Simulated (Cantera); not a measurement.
Charge: 1 mol BF3, 0.53 mol H2O, at 1098.15 K and 120 Torr.

Cantera equilibrium calculation (NASA polynomials, part measured and part estimated; ideal gas, pure solids and liquids). Candidate condensed phases: B, B2O3, B3O3H3, H2O; 43 gas species. Gases not in the tables: H3BO3. The numbers say what is thermodynamically allowed, not how fast it happens.

Base state: BF3 0.486, HF 0.275, H2O 0.192, B3O3F3 0.0449, BOF 0.000889, (HBO2)3 0.000403, HBO2 0.000163 (mole fractions); condensed: gas only.

Problem. What changes in the equilibrium state with this change: H2O from 0.53 to 11 mol?

Solution. 
```csv
species,before,after
H2O,0.192,0.793
HF,0.275,0.180
BF3,0.486,0.0186
B3O3F3,0.0449,0.00222
(HBO2)3,0.000403,0.00498
BOF,0.000889,0.000326
HBO2,0.000163,0.000376
"B2O3(l), mol",0,0.248
```
